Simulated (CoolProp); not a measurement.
R152A along the isotherm 500 K: density (kg/m³) from the reference equation and from simpler models built on Tc = 386.4 K, pc = 4.517 MPa, ω = 0.275; each cubic takes its own stable root.

The numbers come from the reference Helmholtz-energy equation of state, Outcalt 1996 in CoolProp. It is a modified Benedict-Webb-Rubin equation, recast in Helmholtz form.

| p (MPa) | phase | reference |
|---|---|---|
| 5.02 | supercritical | 95.14 |
| 10 | supercritical | 227.5 |
| 15.1 | supercritical | 374.2 |
| 20.1 | supercritical | 476.3 |
| 25.1 | supercritical | 543.8 |
| 30.1 | supercritical | 592.5 |
| 35.1 | supercritical | 630.2 |
| 40.1 | supercritical | 661.0 |
| 45.2 | supercritical | 687.6 |

Q: How far does each simpler model (ideal gas, van der Waals, Soave-Redlich-Kwong) lie from the reference over these 9 states: mean and median of the absolute difference, and the worst?

A: 
- ideal gas: mean 20.1 %, median 19.3 %, worst -35.9 % at 500 K and 15.1 MPa
- van der Waals: mean 16.6 %, median 19.1 %, worst -25.7 % at 500 K and 45.2 MPa
- Soave-Redlich-Kwong: mean 12.7 %, median 14.4 %, worst -16.1 % at 500 K and 20.1 MPa
